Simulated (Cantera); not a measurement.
Cantera run, input and output.

```python
import numpy as np
import cantera as ct

gas = ct.Solution("gri30.yaml", transport_model="multicomponent")
show = ['C2H2', 'CH3', 'NO']

rows = []
print(f"{'T/K':>7s}{'rho':>11s}{'cp':>10s}{'mu':>11s}{'lambda':>11s}{'Pr':>7s}" + "".join(f"{'D_' + s:>11s}" for s in show))
for T in [400, 600, 800, 1000, 1200, 1400, 1600, 1800, 2000]:
    gas.TPX = T, 500000, {'C2H6': 0.76}
    Pr = gas.cp_mass * gas.viscosity / gas.thermal_conductivity
    D = [gas.mix_diff_coeffs_mole[gas.species_index(s)] for s in show]
    rows.append([gas.density, gas.cp_mass, gas.viscosity, gas.thermal_conductivity, Pr, *D])
    print(f"{T:7g}{gas.density:11.4e}{gas.cp_mass:10.1f}{gas.viscosity:11.4e}"
          f"{gas.thermal_conductivity:11.4e}{Pr:7.3f}" + "".join(f"{d:11.4e}" for d in D))
print("SI units: kg/m3, J/kg/K, Pa s, W/m/K, m2/s")
```

Result:

```
    T/K        rho        cp         mu     lambda     Pr     D_C2H2      D_CH3       D_NO
    400 4.5207e+00    2166.5 1.2323e-05 3.5498e-02  0.752 4.0459e-06 5.4843e-06 4.9818e-06
    600 3.0138e+00    2972.3 1.7444e-05 6.8837e-02  0.753 8.4998e-06 1.1357e-05 1.0182e-05
    800 2.2604e+00    3590.7 2.1836e-05 1.0419e-01  0.753 1.4139e-05 1.8745e-05 1.6694e-05
   1000 1.8083e+00    4080.0 2.5738e-05 1.3977e-01  0.751 2.0818e-05 2.7473e-05 2.4375e-05
   1200 1.5069e+00    4448.8 2.9288e-05 1.7376e-01  0.750 2.8442e-05 3.7424e-05 3.3127e-05
   1400 1.2916e+00    4735.6 3.2574e-05 2.0611e-01  0.748 3.6942e-05 4.8515e-05 4.2881e-05
   1600 1.1302e+00    4956.8 3.5656e-05 2.3656e-01  0.747 4.6268e-05 6.0684e-05 5.3584e-05
   1800 1.0046e+00    5126.5 3.8575e-05 2.6511e-01  0.746 5.6381e-05 7.3880e-05 6.5192e-05
   2000 9.0415e-01    5257.1 4.1363e-05 2.9192e-01  0.745 6.7251e-05 8.8064e-05 7.7670e-05
SI units: kg/m3, J/kg/K, Pa s, W/m/K, m2/s
```

Detailed kinetics in Cantera: GRI-Mech 3.0 (53 species, 325 reactions). The composition is frozen, though it would react at the higher temperatures.
